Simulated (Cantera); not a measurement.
Input (Python, Cantera):

```python
import numpy as np
import cantera as ct

gas = ct.Solution("gri30.yaml")
gas.TP = 300, 101325
flame = ct.CounterflowDiffusionFlame(gas, width=0.02)
flame.fuel_inlet.X, flame.fuel_inlet.T = {'CH4': 1, 'N2': 1.8}, 323
flame.oxidizer_inlet.X, flame.oxidizer_inlet.T = {'O2': 0.21, 'N2': 0.79}, 575
flame.set_refine_criteria(ratio=3, slope=0.12, curve=0.24, prune=0.03)
show = ['OH', 'H', 'NO', 'CO', 'C2H2']

rows = []
print(f"{'mdot':>8s}{'a_max':>10s}{'a_mean':>10s}{'Tmax/K':>9s}" + "".join(f"{s:>11s}" for s in show) + "   (peak mole fractions)")
for i, mdot in enumerate([0.25, 0.35, 0.49, 0.69, 0.96, 1.3, 1.9]):  # kg/m2/s on the oxidiser side
    flame.oxidizer_inlet.mdot, flame.fuel_inlet.mdot = mdot, 1 * mdot
    flame.solve(loglevel=0, auto=(i == 0))
    if flame.T.max() < max(323, 575) + 100:
        print(f"{mdot:8.3g}  no burning solution found from the previous one")
        break
    dT = np.abs(np.gradient(flame.T, flame.grid))
    rows.append([flame.strain_rate("max"), flame.strain_rate("mean"), flame.T.max(),
                 *(flame.X[gas.species_index(s)].max() for s in show), max(dT[0], dT[-1]) / dT.max()])
    print(f"{mdot:8.3g}{rows[-1][0]:10.1f}{rows[-1][1]:10.1f}{rows[-1][2]:9.1f}" + "".join(f"{x:11.3e}" for x in rows[-1][3:-1]))
```

Output:

```
    mdot     a_max    a_mean   Tmax/K         OH          H         NO         CO       C2H2   (peak mole fractions)
    0.25     151.7      34.4   1968.8  5.252e-03  2.520e-03  1.782e-04  3.460e-02  4.557e-03
    0.35     206.3      48.2   1953.2  5.261e-03  2.648e-03  1.588e-04  3.469e-02  4.270e-03
    0.49     281.6      67.4   1937.0  5.234e-03  2.768e-03  1.377e-04  3.490e-02  3.980e-03
    0.69     387.5      94.9   1918.6  5.158e-03  2.867e-03  1.142e-04  3.518e-02  3.636e-03
    0.96     528.2     132.1   1897.7  5.021e-03  2.926e-03  9.033e-05  3.555e-02  3.249e-03
     1.3     702.3     178.9   1873.7  4.802e-03  2.915e-03  6.770e-05  3.593e-02  2.793e-03
     1.9    1003.3     261.4   1833.3  4.348e-03  2.761e-03  4.011e-05  3.653e-02  2.084e-03
```

Detailed kinetics in Cantera: GRI-Mech 3.0 (53 species, 325 reactions). GRI-Mech 3.0 has no aromatics or soot, which form on the fuel side of real flames. The maximum strain rate includes the flame's own expansion and is several times the mean.
